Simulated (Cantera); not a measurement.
Mixture: CH4 : O2 : N2 : H2O = 1 : 3.85 : 10.8 : 1.2 (molar parts), at 0.493 atm, adiabatic and at constant pressure. Ignition delay is the time to a rise of 400 K.

Cantera simulation using GRI-Mech 3.0 (53 species, 325 reactions); the numbers are that mechanism's predictions, not measurements.

Problem. What does this change do: H2O 1.2 to 2.1 parts?

Solution. 
```
quantity                                                before       after
--------------------------------------------------  ----------  ----------
delay at 1275 K                                        18.6 ms     20.8 ms
delay at 1425 K                                        3.10 ms     3.39 ms
delay at 1575 K                                       0.777 ms    0.814 ms
delay at 1725 K                                       0.267 ms    0.270 ms
apparent activation energy between 1650 and 1800 K  160 kJ/mol  160 kJ/mol
```
